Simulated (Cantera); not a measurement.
## Thermodynamics of silicon oxide and oxynitride deposition, feed SiH4 + H2O + H2

Charge: 1 mol SiH4, 4.5 mol H2O, 0.34 mol H2, at 75.0 Torr.

Cantera equilibrium calculation (NASA polynomials, part measured and part estimated; ideal gas, pure solids and liquids). Candidate condensed phases: H2O, Si, SiO2; 18 gas species. The tables hold silica as quartz up to 1696 K and as liquid above; real silica turns to tridymite and cristobalite and melts near 1996 K. Gases not in the tables: Si(OH)4. Equilibrium is a limit: real reactors are often held back by kinetics, nucleation or transport.

From 1150 °C to 1400 °C the condensed part is SiO2(β-quartz). At 1425 °C the condensed part is SiO2(condensed).

```tsv
T (°C)	log p H2	log p H2O	log p H	log p OH	log p SiO	n SiO2(β-quartz)	n SiO2(condensed)
1150	-1.20	-1.44	-5.78	-7.68	-9.55	1.00	0
1175	-1.20	-1.44	-5.63	-7.50	-9.20	1.00	0
1200	-1.20	-1.44	-5.50	-7.32	-8.87	1.00	0
1225	-1.20	-1.44	-5.36	-7.15	-8.55	1.00	0
1250	-1.20	-1.44	-5.23	-6.99	-8.24	1.00	0
1275	-1.20	-1.44	-5.11	-6.83	-7.94	1.000	0
1300	-1.20	-1.44	-4.99	-6.67	-7.65	1.000	0
1325	-1.20	-1.44	-4.87	-6.52	-7.37	1.000	0
1350	-1.20	-1.44	-4.76	-6.38	-7.10	1.000	0
1375	-1.20	-1.44	-4.65	-6.24	-6.84	1.000	0
1400	-1.20	-1.44	-4.54	-6.10	-6.58	1.000	0
1425	-1.20	-1.44	-4.44	-5.97	-6.34	0	1.000
```
log p: log10 of the partial pressure in bar; n: condensed amount in mol.
